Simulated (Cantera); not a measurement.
Cantera run, input and output.

```python
import numpy as np
import cantera as ct

gas = ct.Solution("SiF4_NH3_mec.yaml", "gas")
gas.TPX = 2375, 101325, {'NH3': 1, 'H2': 0.2}
reactor = ct.IdealGasConstPressureReactor(gas, energy="off", clone=False)
net = ct.ReactorNet([reactor])
net.rtol, net.atol = 1e-08, 1e-18
show = ['NH3', 'H2', 'NH2', 'N2H2', 'N2', 'N2H4', 'N']
times = np.geomspace(0.0002, 30, 11)

steps = ct.SolutionArray(gas, extra=["t"])
rows = []
print(f"{'t/s':>10s}{'T/K':>9s}{'P/Pa':>11s}" + "".join(f"{s:>11s}" for s in show))
for t in times:
    while net.time < t:
        t_next = net.step()
        steps.append(gas.state, t=t_next)
    rows.append([np.interp(t, steps.t, y) for y in (steps.T, steps.P, *steps(*show).X.T)])
    print(f"{t:10.3e}{rows[-1][0]:9.1f}{rows[-1][1]:11.4g}" + "".join(f"{x:11.3e}" for x in rows[-1][2:]))
rate = np.gradient(steps.T, steps.t)
print("integrator steps:", len(steps.t))
if steps.T.max() > steps.T[0] + 200:
    print(f"time of steepest temperature rise: {steps.t[rate.argmax()]:.4e} s")
gas.TPX = 2375, 101325, {'NH3': 1, 'H2': 0.2}
gas.equilibrate("TP")
print(f"equilibrium (TP): T = {gas.T:.1f} K  " + "  ".join(f"{s} {gas[s].X[0]:.3e}" for s in show))
```

Result:

```
       t/s      T/K       P/Pa        NH3         H2        NH2       N2H2         N2       N2H4          N
 2.000e-04   2375.0  1.013e+05  6.655e-01  2.853e-01  4.493e-03  2.294e-05  4.375e-02  7.438e-07  7.441e-06
 6.586e-04   2375.0  1.013e+05  4.212e-01  4.634e-01  3.165e-03  1.189e-05  1.109e-01  3.690e-07  9.286e-06
 2.169e-03   2375.0  1.013e+05  1.248e-01  6.790e-01  1.359e-03  2.747e-06  1.924e-01  6.804e-08  1.072e-05
 7.143e-03   2375.0  1.013e+05  3.104e-03  7.629e-01  1.102e-04  4.740e-08  2.254e-01  4.465e-10  1.036e-05
 2.352e-02   2375.0  1.013e+05  7.308e-05  7.618e-01  3.799e-06  7.997e-11  2.259e-01  5.296e-13  7.727e-07
 7.746e-02   2375.0  1.013e+05  1.633e-05  7.618e-01  8.496e-07  7.442e-12  2.259e-01  2.649e-14  1.730e-07
 2.551e-01   2375.0  1.013e+05  5.529e-06  7.618e-01  2.876e-07  4.060e-12  2.259e-01  3.043e-15  5.859e-08
 8.400e-01   2375.0  1.013e+05  3.857e-06  7.618e-01  2.006e-07  3.835e-12  2.259e-01  1.485e-15  4.087e-08
 2.766e+00   2375.0  1.013e+05  3.833e-06  7.618e-01  1.994e-07  3.832e-12  2.259e-01  1.466e-15  4.061e-08
 9.110e+00   2375.0  1.013e+05  3.833e-06  7.618e-01  1.994e-07  3.832e-12  2.259e-01  1.466e-15  4.061e-08
 3.000e+01   2375.0  1.013e+05  3.833e-06  7.618e-01  1.994e-07  3.832e-12  2.259e-01  1.466e-15  4.061e-08
integrator steps: 1684
equilibrium (TP): T = 2375.0 K  NH3 3.833e-06  H2 7.618e-01  NH2 1.994e-07  N2H2 3.832e-12  N2 2.259e-01  N2H4 1.466e-15  N 4.061e-08
```

Computed with Cantera and the gas-phase N/H chemistry of the illustrative SiF4/NH3 mechanism in the Surface Chemkin manual (1991). Walls and surfaces, which speed up NH3 decomposition in real reactors, are not modelled.
